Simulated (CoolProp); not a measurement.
Aqueous potassium acetate as a coolant, 6 % by mass, freezing at -2.5 °C, 1 atm.

The numbers come from the Melinder's fits for secondary coolants in CoolProp.

| T (°C) | conductivity (W/(m K)) | Prandtl number | viscosity (mPa s) | cp (kJ/(kg K)) |
|---|---|---|---|---|
| 2.3 | 0.550 | 13.7 | 1.90 | 3.950 |
| 7.7 | 0.559 | 11.4 | 1.61 | 3.951 |
| 13 | 0.567 | 9.64 | 1.38 | 3.952 |
| 18.3 | 0.576 | 8.29 | 1.21 | 3.955 |
| 23.7 | 0.584 | 7.19 | 1.06 | 3.958 |
| 29 | 0.592 | 6.32 | 0.945 | 3.961 |
| 34.3 | 0.600 | 5.59 | 0.846 | 3.964 |
